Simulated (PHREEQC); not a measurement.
Dissolve 1.8 mmol/kgw TMAH and 2.9 mmol/kgw Na2CO3 at 25 °C. Closed to the air; pH follows from the charge balance.

Computed with PHREEQC (ion-association model, phreeqc.dat).

Task: The ionic strength comes out as 0.00993 mol/kgw. What activity coefficients do Na+, OH-, HCO3-, CO3-2, NaCO3- get?

Result: Na+ 0.90, OH- 0.90, HCO3- 0.91, CO3-2 0.67, NaCO3- 0.90.

Precipitation was switched off in this run. (CH3)4N+ isn't in the database: it is added as a free cation with an ion size of 4 Å.
